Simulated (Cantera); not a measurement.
## Transport properties of process gases

Gas mixture: 40.9 % O₂, 59.1 % N₂, at 1.01 bar, frozen composition.

Cantera's kinetic-theory transport with the Lennard-Jones parameters of GRI-Mech 3.0, ideal gas; thermal conductivity in the mixture-averaged form.

| T (K) | ρ (kg/m³) | cp (J/kg/K) | μ (µPa s) | λ (mW/m/K) | Pr | D (cm²/s) C₂H₂ | D (cm²/s) NH₃ | D (cm²/s) NO |
|---|---|---|---|---|---|---|---|---|
| 400 | 0.903 | 1000 | 23.7 | 33.2 | 0.713 | 0.280 | 0.384 | 0.339 |
| 550 | 0.657 | 1031 | 29.6 | 43.1 | 0.708 | 0.491 | 0.690 | 0.585 |
| 700 | 0.516 | 1067 | 34.9 | 52.7 | 0.706 | 0.743 | 1.06 | 0.879 |
| 850 | 0.425 | 1103 | 39.7 | 61.8 | 0.708 | 1.03 | 1.49 | 1.22 |
| 1000 | 0.361 | 1134 | 44.1 | 70.6 | 0.709 | 1.36 | 1.98 | 1.60 |
| 1150 | 0.314 | 1157 | 48.3 | 79.0 | 0.708 | 1.72 | 2.51 | 2.01 |
D: mixture-averaged diffusion coefficient of that species in the mixture.
